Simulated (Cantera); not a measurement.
What does this Cantera script print?

```python
import numpy as np
import cantera as ct

gas = ct.Solution("gri30.yaml", transport_model="multicomponent")
show = ['OH', 'CH4', 'CO2']

rows = []
print(f"{'T/K':>7s}{'rho':>11s}{'cp':>10s}{'mu':>11s}{'lambda':>11s}{'Pr':>7s}" + "".join(f"{'D_' + s:>11s}" for s in show))
for T in [400, 600, 800, 1000, 1200, 1400, 1600, 1800]:
    gas.TPX = T, 13332, {'NO': 0.32, 'O2': 0.65}
    Pr = gas.cp_mass * gas.viscosity / gas.thermal_conductivity
    D = [gas.mix_diff_coeffs_mole[gas.species_index(s)] for s in show]
    rows.append([gas.density, gas.cp_mass, gas.viscosity, gas.thermal_conductivity, Pr, *D])
    print(f"{T:7g}{gas.density:11.4e}{gas.cp_mass:10.1f}{gas.viscosity:11.4e}"
          f"{gas.thermal_conductivity:11.4e}{Pr:7.3f}" + "".join(f"{d:11.4e}" for d in D))
print("SI units: kg/m3, J/kg/K, Pa s, W/m/K, m2/s")
```

Output:

```
    T/K        rho        cp         mu     lambda     Pr       D_OH      D_CH4      D_CO2
    400 1.2564e-01     959.4 2.4790e-05 3.3408e-02  0.712 4.0074e-04 2.8433e-04 1.9986e-04
    600 8.3757e-02    1014.7 3.2918e-05 4.7042e-02  0.710 7.9862e-04 5.7306e-04 4.0887e-04
    800 6.2818e-02    1066.6 3.9926e-05 6.0023e-02  0.709 1.2943e-03 9.3337e-04 6.7072e-04
   1000 5.0254e-02    1103.6 4.6247e-05 7.1991e-02  0.709 1.8780e-03 1.3578e-03 9.7955e-04
   1200 4.1878e-02    1128.4 5.2091e-05 8.2972e-02  0.708 2.5431e-03 1.8414e-03 1.3315e-03
   1400 3.5896e-02    1149.0 5.7577e-05 9.3433e-02  0.708 3.2846e-03 2.3805e-03 1.7237e-03
   1600 3.1409e-02    1166.3 6.2781e-05 1.0346e-01  0.708 4.0985e-03 2.9721e-03 2.1541e-03
   1800 2.7919e-02    1181.3 6.7752e-05 1.1313e-01  0.707 4.9818e-03 3.6139e-03 2.6209e-03
SI units: kg/m3, J/kg/K, Pa s, W/m/K, m2/s
```

Model: GRI-Mech 3.0 (53 species, 325 reactions), integrated in Cantera. The composition is frozen, though it would react at the higher temperatures.
